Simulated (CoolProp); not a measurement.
Values from CoolProp's reference Helmholtz-energy equation of state, Lemmon 2006. It is a short technical equation, of lower accuracy than the large ones.

Task: For nitrous oxide, give the phase and the Z, Joule-Thomson coefficient (K/MPa) at 274.8 K and 23300 kPa; 307.1 K and 23300 kPa.

Result: 
- 274.8 K and 23300 kPa: liquid; Z 0.449, Joule-Thomson coefficient -0.0501
- 307.1 K and 23300 kPa: liquid; Z 0.454, Joule-Thomson coefficient 0.204
